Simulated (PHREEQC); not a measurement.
# Brine (model solution)

Dissolve 2.2 mol NaBr, 0.27 mol SrCl2 and 0.0019 mol H4SiO4 per kg of water at 25 °C. It is in equilibrium with CO2 at log p = 0 (atm). Otherwise closed; pH follows from the charge balance.

Computed with PHREEQC (Pitzer model, pitzer.dat).

```json
{
 "pH": "3.53",
 "ionic_strength": "3.01 mol/kgw",
 "activity_of_water": "0.902",
 "density": "1.189 g/cm³",
 "osmotic_coefficient": "1.098"
}
```

| species | molality | activity | log γ |
|---|---|---|---|
| Br- | 2.20 | 1.42 | -0.189 |
| Na+ | 2.20 | 2.15 | -0.010 |
| Cl- | 0.540 | 0.308 | -0.244 |
| Sr+2 | 0.270 | 0.141 | -0.282 |
| CO2 | 0.0234 | 0.0338 | 0.160 |
| H4SiO4 | 0.00190 | 0.00244 | 0.108 |

This is a speciation only: nothing precipitates in the calculation. Examples of supersaturated solids here: SiO2(a). Others may be too. In brines, pH and single-ion activities rest on the MacInnes convention.
